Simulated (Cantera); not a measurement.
A Cantera script and what it prints.

```python
import numpy as np
import cantera as ct

gas_names = """
    B BCL BCLF BCL2 BCL3 BF BF2 BF3 BH BHF2 BH2 BH3 BN B2 CL CLF CLF3 CL2 F F2 H HCL HF H2 H2F2 H3F3
    H4F4 H5F5 H6F6 H7F7 N NF NF2 NF3 NH NH2 NH3 N2 N2H2 N2H4
""".split()
cond_names = """
    B(b) B(L) BN(s) NH4CL(a) NH4CL(b)
""".split()


# ... load() reads the species with a 1 bar reference pressure and builds the phases ...
atoms = {
    'BN': {'B': 1, 'N': 1},
    'NF3': {'N': 1, 'F': 3},
    'H2': {'H': 2},
    'HCl': {'H': 1, 'CL': 1},
}
top_T = {'BN(s)': 3200}  # K; cautious upper limits of use, not melting points


# ... equilibrate(T, P, feed) seeds the gas with the atoms and calls Mixture.equilibrate('TP', solver="vcs", rtol=1e-11, max_steps=5000) ...
results = []
feed = {'BN': 1, 'NF3': 1.5, 'H2': 5.3, 'HCl': 6.5}  # mol
P = 1000  # Pa
for T in [1225, 1275, 1325, 1375, 1425, 1475, 1525, 1575, 1625, 1675, 1725, 1775, 1825]:
    mix = equilibrate(T, P, feed)
    results.append((T, P, feed, dict(zip(mix.species_names, mix.species_moles))))
    x = sorted(zip(gas.X, gas.species_names), reverse=True)
    print(f"T = {T:g} K  P = {P:g} Pa  gas = {mix.phase_moles(0):.4g} mol")
    print("   x: " + "  ".join(f"{s} {v:.3e}" for v, s in x if v > 1e-06))
    print("   condensed (mol): " + ("  ".join(f"{mix.phase(i).name} {mix.phase_moles(i):.4g}"
          for i in range(1, mix.n_phases) if mix.phase_moles(i) > 1e-12) or "none"))
```

Output:

```
T = 1225 K  P = 1000 Pa  gas = 14.8 mol
   x: HCL 4.392e-01  H2 3.074e-01  HF 1.014e-01  N2 8.446e-02  BF3 6.755e-02  BHF2 1.732e-05  CL 2.125e-06  H 1.728e-06  BF2 1.540e-06
   condensed (mol): none
T = 1275 K  P = 1000 Pa  gas = 14.8 mol
   x: HCL 4.392e-01  H2 3.074e-01  HF 1.014e-01  N2 8.446e-02  BF3 6.753e-02  BHF2 2.778e-05  CL 4.958e-06  BF2 4.348e-06  H 4.087e-06
   condensed (mol): none
T = 1325 K  P = 1000 Pa  gas = 14.8 mol
   x: HCL 4.392e-01  H2 3.074e-01  HF 1.014e-01  N2 8.446e-02  BF3 6.751e-02  BHF2 4.295e-05  BF2 1.134e-05  CL 1.086e-05  H 9.067e-06
   condensed (mol): none
T = 1375 K  P = 1000 Pa  gas = 14.8 mol
   x: HCL 4.392e-01  H2 3.073e-01  HF 1.014e-01  N2 8.446e-02  BF3 6.747e-02  BHF2 6.425e-05  BF2 2.753e-05  CL 2.248e-05  H 1.900e-05
   condensed (mol): none
T = 1425 K  P = 1000 Pa  gas = 14.8 mol
   x: HCL 4.391e-01  H2 3.073e-01  HF 1.015e-01  N2 8.445e-02  BF3 6.741e-02  BHF2 9.332e-05  BF2 6.270e-05  CL 4.425e-05  H 3.781e-05
   condensed (mol): none
T = 1475 K  P = 1000 Pa  gas = 14.8 mol
   x: HCL 4.390e-01  H2 3.072e-01  HF 1.016e-01  N2 8.445e-02  BF3 6.729e-02  BF2 1.347e-04  BHF2 1.319e-04  CL 8.324e-05  H 7.188e-05  BCL3 1.137e-06
   condensed (mol): none
T = 1525 K  P = 1000 Pa  gas = 14.8 mol
   x: HCL 4.389e-01  H2 3.070e-01  HF 1.018e-01  N2 8.444e-02  BF3 6.709e-02  BF2 2.744e-04  BHF2 1.817e-04  CL 1.503e-04  H 1.311e-04  BF 2.815e-06  BCL3 1.898e-06  BCLF 1.127e-06
   condensed (mol): none
T = 1575 K  P = 1000 Pa  gas = 14.81 mol
   x: HCL 4.387e-01  H2 3.068e-01  HF 1.021e-01  N2 8.442e-02  BF3 6.674e-02  BF2 5.318e-04  CL 2.615e-04  BHF2 2.441e-04  H 2.302e-04  BF 8.923e-06  BCL3 3.043e-06  BCLF 2.765e-06
   condensed (mol): none
T = 1625 K  P = 1000 Pa  gas = 14.81 mol
   x: HCL 4.383e-01  H2 3.063e-01  HF 1.026e-01  N2 8.438e-02  BF3 6.616e-02  BF2 9.822e-04  CL 4.400e-04  H 3.905e-04  BHF2 3.198e-04  BF 2.607e-05  BCLF 6.354e-06  BCL3 4.682e-06
   condensed (mol): none
T = 1675 K  P = 1000 Pa  gas = 14.82 mol
   x: HCL 4.377e-01  H2 3.056e-01  HF 1.035e-01  N2 8.432e-02  BF3 6.523e-02  BF2 1.730e-03  CL 7.177e-04  H 6.419e-04  BHF2 4.078e-04  BF 7.037e-05  BCLF 1.368e-05  BCL3 6.887e-06  BCL 1.367e-06
   condensed (mol): none
T = 1725 K  P = 1000 Pa  gas = 14.84 mol
   x: HCL 4.368e-01  H2 3.045e-01  HF 1.049e-01  N2 8.423e-02  BF3 6.376e-02  BF2 2.900e-03  CL 1.138e-03  H 1.025e-03  BHF2 5.042e-04  BF 1.752e-04  BCLF 2.754e-05  BCL3 9.626e-06  BCL 3.939e-06  BCL2 2.000e-06
   condensed (mol): none
T = 1775 K  P = 1000 Pa  gas = 14.87 mol
   x: HCL 4.354e-01  H2 3.028e-01  HF 1.071e-01  N2 8.409e-02  BF3 6.157e-02  BF2 4.615e-03  CL 1.759e-03  H 1.593e-03  BHF2 6.017e-04  BF 4.013e-04  BCLF 5.160e-05  BCL3 1.268e-05  BCL 1.027e-05  BCL2 4.082e-06
   condensed (mol): none
T = 1825 K  P = 1000 Pa  gas = 14.9 mol
   x: HCL 4.333e-01  H2 3.003e-01  HF 1.103e-01  N2 8.387e-02  BF3 5.849e-02  BF2 6.946e-03  CL 2.656e-03  H 2.414e-03  BF 8.423e-04  BHF2 6.890e-04  BCLF 8.958e-05  BCL 2.405e-05  BCL3 1.559e-05  BCL2 7.591e-06
   condensed (mol): none
```

These are equilibrium values from Cantera (NASA tables, ideal gas, pure condensed phases), not measurements of a reactor. The tables' values for BF2, BClF, BCl are old estimates; treat these amounts as uncertain.
